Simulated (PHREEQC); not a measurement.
0.032 g of hydrous ferric oxide (600 m²/g; 0.2 weak and 0.005 strong sites per Fe, Dzombak-Morel constants, diffuse double layer) in 1 kg of water with 0.001 mol/kgw of an inert sodium salt, at 25 °C; the pH is set by adding NaOH or the inert anion's acid. O2 is buffered at 0.21 atm. CO2 from the air is kept out. No solid was allowed to form.

All values are PHREEQC results (ion-association model, wateq4f.dat), not measurements.

| pH | surface charge σ (C/m²) | surface potential ψ (mV) |
|---|---|---|
| 4 | 0.117 | 210 |
| 4.5 | 0.078 | 191 |
| 5.5 | 0.031 | 145 |
| 6 | 0.019 | 119 |
| 7 | 0.006 | 64 |
| 7.5 | 0.003 | 35 |
| 8.5 | -0.002 | -23 |
| 9 | -0.004 | -51 |
| 10 | -0.015 | -107 |
| 10.5 | -0.028 | -133 |
| 11.5 | -0.107 | -170 |
| 12 | -0.200 | -176 |
